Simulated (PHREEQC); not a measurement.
Dissolve 0.1 mol/kgw H2SO4, 2.7e-06 mol/kgw H4SiO4 and 0.054 mol/kgw H3BO3 at 25 °C. Closed to the air; pH follows from the charge balance.

The numbers come from PHREEQC with the ion-association model, phreeqc.dat.

The pH is 1.01. The ionic strength comes out as 0.139 mol/kgw and the specific conductance is 39300 µS/cm. The density comes out as 1.004 g/cm³ and the total alkalinity is -200 meq/kg.

| species | molality | activity | log γ |
|---|---|---|---|
| H+ | 0.119 | 0.0971 | -0.090 |
| HSO4- | 0.0805 | 0.0614 | -0.117 |
| H3BO3 | 0.0540 | 0.0558 | 0.014 |
| SO4-2 | 0.0195 | 0.00651 | -0.477 |
| H4SiO4 | 2.70e-6 | 2.79e-6 | 0.014 |

No solid was allowed to form.
